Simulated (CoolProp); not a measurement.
R245ca along the isobar 1450 kPa: fugacity coefficient from the reference equation and from simpler models built on Tc = 447.6 K, pc = 3941 kPa, ω = 0.355; each cubic takes its own stable root.

The numbers come from the reference Helmholtz-energy equation of state, Zhou 2016 in CoolProp.

```tsv
T (K)	phase	reference	van der Waals	Soave-Redlich-Kwong	Peng-Robinson
354	liquid	0.3667	0.8022	0.3750	0.3670
361.4	liquid	0.4329	0.8179	0.4433	0.4334
368.8	liquid	0.5060	0.8266	0.5188	0.5068
376.2	liquid	0.5860	0.8347	0.6012	0.5869
383.6	liquid	0.6726	0.8423	0.6902	0.6735
390.9	liquid	0.7643	0.8493	0.7839	0.7648
398.3	gas	0.8076	0.8560	0.8163	0.8038
405.7	gas	0.8202	0.8622	0.8274	0.8149
413.1	gas	0.8317	0.8681	0.8377	0.8252
420.5	gas	0.8422	0.8737	0.8473	0.8349
427.9	gas	0.8518	0.8789	0.8562	0.8439
435.2	gas	0.8605	0.8838	0.8644	0.8522
442.6	gas	0.8687	0.8885	0.8723	0.8601
450	gas	0.8763	0.8929	0.8796	0.8675
```

At some of these states van der Waals gives the other phase, because its saturation line lies elsewhere.
